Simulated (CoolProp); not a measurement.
Properties of R115 along the isotherm 398.4 K.

Values from CoolProp's reference Helmholtz-energy equation of state, Lemmon 2016.

```json
[
 {"p (MPa)": "0.099", "phase": "gas", "density (kg/m³)": "4.649", "Joule-Thomson coefficient (K/MPa)": "6.169", "expansivity (1/kK)": "2.570"},
 {"p (MPa)": "0.16", "phase": "gas", "density (kg/m³)": "7.546", "Joule-Thomson coefficient (K/MPa)": "6.206", "expansivity (1/kK)": "2.609"},
 {"p (MPa)": "0.258", "phase": "gas", "density (kg/m³)": "12.25", "Joule-Thomson coefficient (K/MPa)": "6.267", "expansivity (1/kK)": "2.672"},
 {"p (MPa)": "0.417", "phase": "gas", "density (kg/m³)": "20.04", "Joule-Thomson coefficient (K/MPa)": "6.368", "expansivity (1/kK)": "2.781"},
 {"p (MPa)": "0.674", "phase": "gas", "density (kg/m³)": "33.03", "Joule-Thomson coefficient (K/MPa)": "6.539", "expansivity (1/kK)": "2.973"},
 {"p (MPa)": "1.09", "phase": "gas", "density (kg/m³)": "55.25", "Joule-Thomson coefficient (K/MPa)": "6.833", "expansivity (1/kK)": "3.334"},
 {"p (MPa)": "1.76", "phase": "gas", "density (kg/m³)": "94.78", "Joule-Thomson coefficient (K/MPa)": "7.352", "expansivity (1/kK)": "4.086"},
 {"p (MPa)": "2.84", "phase": "gas", "density (kg/m³)": "172.2", "Joule-Thomson coefficient (K/MPa)": "8.255", "expansivity (1/kK)": "6.025"},
 {"p (MPa)": "4.59", "phase": "supercritical", "density (kg/m³)": "361.5", "Joule-Thomson coefficient (K/MPa)": "8.661", "expansivity (1/kK)": "12.73"},
 {"p (MPa)": "7.42", "phase": "supercritical", "density (kg/m³)": "744.7", "Joule-Thomson coefficient (K/MPa)": "3.383", "expansivity (1/kK)": "11.76"},
 {"p (MPa)": "12", "phase": "supercritical", "density (kg/m³)": "962.9", "Joule-Thomson coefficient (K/MPa)": "0.8942", "expansivity (1/kK)": "5.115"},
 {"p (MPa)": "19.4", "phase": "supercritical", "density (kg/m³)": "1098", "Joule-Thomson coefficient (K/MPa)": "0.1834", "expansivity (1/kK)": "3.071"},
 {"p (MPa)": "31.3", "phase": "supercritical", "density (kg/m³)": "1211", "Joule-Thomson coefficient (K/MPa)": "-0.1243", "expansivity (1/kK)": "2.108"}
]
```
